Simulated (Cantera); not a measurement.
**Carbothermic reduction: CuO + CH4 + H2 + C**

Charge: 1 mol CuO, 3.6 mol CH4, 2.7 mol H2, 0.35 mol C, held at 100 Torr.

Equilibrium computed with Cantera from the NASA thermochemical tables; the gas is ideal and each condensed phase is pure. Candidate condensed phases: C, C6H6, C7H8, C8H18, Cu, CuO, Cu(OH)2, Cu2O, H2O; 113 gas species. Rates play no part.

```csv
T (°C),x H2,x CO,x Cu,x H,x C2H2 (acetylene),x CH4,n C(graphite),n Cu(s),n Cu(l)
800,0.903,0.0906,1.79e-9,3.65e-8,6.48e-9,0.00499,2.91,1.00,0
950,0.907,0.0916,1.72e-7,7.84e-7,1.42e-7,0.00146,2.94,1.000,0
1100,0.908,0.0917,5.93e-6,8.69e-6,1.57e-6,0.000553,2.94,0,1.000
1250,0.908,0.0917,9.03e-5,6.03e-5,1.07e-5,0.000253,2.95,0,0.999
1400,0.907,0.0917,0.000834,0.000297,5.17e-5,0.000133,2.95,0,0.991
1550,0.902,0.0912,0.00528,0.00113,0.000191,7.74e-5,2.94,0,0.942
1700,0.881,0.0893,0.0250,0.00347,0.000565,4.73e-5,2.94,0,0.717
1850,0.823,0.0837,0.0828,0.00891,0.00136,2.82e-5,2.92,0,0
2000,0.810,0.0832,0.0828,0.0207,0.00305,1.98e-5,2.88,0,0
2150,0.786,0.0822,0.0820,0.0431,0.00609,1.41e-5,2.80,0,0
2300,0.746,0.0806,0.0805,0.0813,0.0109,9.94e-6,2.67,0,0
```
x: gas mole fraction; n: condensed amount in mol.

From 800 °C to 950 °C the condensed part is C(graphite) + Cu(s). From 1100 °C to 1700 °C the condensed part is C(graphite) + Cu(l). From 1850 °C to 2300 °C the condensed part is C(graphite).
